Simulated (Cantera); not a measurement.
Cantera run:

```python
import numpy as np
import cantera as ct

gas_names = """
    C CO COS CO2 CS CS2 C2 C2O C3 C3O2 C4 C5 Mg MgO MgS Mg2 O O2 O3 S SO SO2 SO3 S2 S2O S8
""".split()
cond_names = """
    C(gr) Mg(cr) Mg(L) MgCO3(s) MgO(s) MgO(L) MgS(s) MgSO4(s) MgSO4(L) S(cr1) S(cr2) S(L)
""".split()


def load(file, names, dense=False):
    # The tables refer to 1 bar. Condensed volumes are neglected.
    table = {s.name: s for s in ct.Species.list_from_file(file)}
    out = []
    for n in names:
        d = dict(table[n].input_data)
        d["thermo"] = dict(d["thermo"], **{"reference-pressure": 1e5})
        if dense:
            d["equation-of-state"] = {"model": "constant-volume", "density": "1e6 g/cm^3"}
        out.append(ct.Species.from_dict(d))
    return out


gas = ct.Solution(thermo="ideal-gas", species=load("nasa_gas.yaml", gas_names))
cond = {s.name: ct.Solution(thermo="fixed-stoichiometry", species=[s], name=s.name)
        for s in load("nasa_condensed.yaml", cond_names, dense=True)}
atoms = {
    'MgCO3': {'Mg': 1, 'C': 1, 'O': 3},
    'SO2': {'S': 1, 'O': 2},
    'CO2': {'C': 1, 'O': 2},
}
top_T = {'C(gr)': 4500, 'MgS(s)': 2250}  # K; cautious upper limits of use, not melting points


def equilibrate(T, P, feed):
    n = {}
    for name, mol in feed.items():
        for a, k in atoms[name].items():
            n[a] = n.get(a, 0.0) + k * mol
    gas.TPX = T, P, n
    mass = sum(n.values()) * gas.mean_molecular_weight
    gas.equilibrate("TP")
    valid = [c for c in cond.values() if c.min_temp <= T <= top_T.get(c.name, c.max_temp)]
    mix = ct.Mixture([(gas, mass / gas.mean_molecular_weight)] + [(c, 0.0) for c in valid])
    mix.T, mix.P = T, P
    mix.equilibrate("TP", solver="vcs", rtol=1e-11, max_steps=5000)
    return mix


results = []
feed = {'MgCO3': 1, 'SO2': 4.7, 'CO2': 0.6}  # mol
T = 725  # K
P = 1700  # Pa
mix = equilibrate(T, P, feed)
results.append((T, P, feed, dict(zip(mix.species_names, mix.species_moles))))
print(gas.report(threshold=0.0001))
for i in range(1, mix.n_phases):
    print(f"{mix.phase(i).name:16s} {mix.phase_moles(i):12.5e} mol")
```

Result:

```
       temperature   725 K
          pressure   1700 Pa
           density   0.01655 kg/m^3
  mean mol. weight   58.683 kg/kmol
   phase of matter   gas

                          1 kg             1 kmol
                     ---------------   ---------------
          enthalpy       -5.0848e+06       -2.9839e+08  J
   internal energy       -5.1875e+06       -3.0442e+08  J
           entropy            5417.4        3.1791e+05  J/K
    Gibbs function       -9.0124e+06       -5.2888e+08  J
 heat capacity c_p            866.89             50872  J/K
 heat capacity c_v            725.21             42557  J/K

                      mass frac. Y      mole frac. X     chem. pot. / RT
                     ---------------   ---------------   ---------------
               CO2            0.2015           0.26869           -97.884
               SO2           0.78544           0.71954           -85.081
                S2          0.012037          0.011016           -15.968
               S2O        0.00099274        0.00072713           -54.517
     [  +22 minor]        2.4346e-05        2.6802e-05

C(gr)             0.00000e+00 mol
Mg(cr)            0.00000e+00 mol
MgCO3(s)          0.00000e+00 mol
MgO(s)            7.24230e-01 mol
MgS(s)            0.00000e+00 mol
MgSO4(s)          2.75770e-01 mol
S(L)              0.00000e+00 mol
```

Equilibrium computed with Cantera from the NASA thermochemical tables; the gas is ideal and each condensed phase is pure. Gases not in the tables: S3 to S7.
